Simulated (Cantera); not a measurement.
A closed system holds: 1 mol SO2, at 552 °C and 1 atm.

Equilibrium computed with Cantera from the NASA thermochemical tables; the gas is ideal and each condensed phase is pure. Candidate condensed phases: S; 10 gas species. Kinetics and transport are ignored.

Base state: SO2 1.000 (mole fractions); condensed: gas only.

What changes in the equilibrium state with this change: temperature from 552 °C to 3200 °C?


```tsv
species	before	after
SO2	1.000	0.343
SO	3.68e-8	0.307
O	<1e-9	0.165
O2	<1e-9	0.130
S	<1e-9	0.0507
S2	2.42e-8	0.00371
S2O	1.25e-7	0.000350
SO3	5.10e-7	6.81e-5
```
